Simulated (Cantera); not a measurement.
Charge: 1 mol CH2F2, 0.054 mol Si, 0.51 mol H2, held at 2073 K and 1.00 bar.

Cantera equilibrium calculation (NASA polynomials, part measured and part estimated; ideal gas, pure solids and liquids). Candidate condensed phases: C, C6H6, C7H8, C8H18, Si, SiC; 113 gas species. The tables' values for SiF3, SiF2 are old estimates; treat these amounts as uncertain. Rates play no part.

Base state: HF 0.727, H2 0.250, SiF4 0.0208, H 0.00131, SiF3 0.00111, C2H2 (acetylene) 0.000306, SiHF3 6.78e-5, CH4 2.20e-5 (mole fractions); condensed: C(graphite).

Task: What changes in the equilibrium state with this change: Si from 0.054 to 0.019 mol?

Result: 
| species | before | after |
|---|---|---|
| HF | 0.727 | 0.772 |
| H2 | 0.250 | 0.219 |
| SiF4 | 0.0208 | 0.00726 |
| SiF2 | 1.63e-5 | 4.42e-6 |
| SiHF3 | 6.78e-5 | 1.95e-5 |
| SiF3 | 0.00111 | 0.000342 |
| C(graphite), mol | 0.998 | 0.999 |
The tables' values for SiF3 are old estimates; treat these amounts as uncertain.

Task: What changes in the equilibrium state with this change: temperature from 2073 K to 1798 K?

Result: 
```json
[
 {"species": "HF", "before": "0.727", "after": "0.726"},
 {"species": "H2", "before": "0.250", "after": "0.251"},
 {"species": "SiF4", "before": "0.0208", "after": "0.0218"},
 {"species": "H", "before": "0.00131", "after": "0.000176"},
 {"species": "SiF2", "before": "1.63e-5", "after": "2.93e-7"},
 {"species": "SiF3", "before": "0.00111", "after": "0.000132"},
 {"species": "C2H2 (acetylene)", "before": "0.000306", "after": "4.34e-5"},
 {"species": "SiHF3", "before": "6.78e-5", "after": "2.20e-5"},
 {"species": "C(graphite), mol", "before": "0.998", "after": "1.000"}
]
```
The tables' values for SiF3 are old estimates; treat these amounts as uncertain.

Task: What changes in the equilibrium state with this change: temperature from 2073 K to 1450 K?

Result: 
```
species            before    after
----------------  -------  -------
HF                  0.727    0.727
H2                  0.250    0.251
SiF4               0.0208   0.0220
H                 0.00131  4.74e-6
SiF2              1.63e-5    <1e-9
SiF3              0.00111  2.46e-6
C(graphite), mol    0.998    0.999
```
